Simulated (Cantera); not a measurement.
An isothermal, constant-pressure homogeneous reactor starts with CO : O₂ : H₂O : N₂ = 0.0029 : 0.04 : 0.0042 : 1 (molar parts), at 1175 K and 4.34 atm.

Computed with Cantera and GRI-Mech 3.0 (53 species, 325 reactions).

One state of this run: x CO = 6.63e-11; x O₂ = 0.0369; x H₂O = 0.00402; x H₂ = 7.50e-11; x H = <1e-12; x NO = 2.05e-8; x HO₂ = 7.95e-10. x: mole fraction; the columns are a selection and need not sum to one.

Q: Which value of t (s) does it belong to?
A) 0.000103
B) 13.9
C) 0.000737
D) 1.95

A: B, 13.9
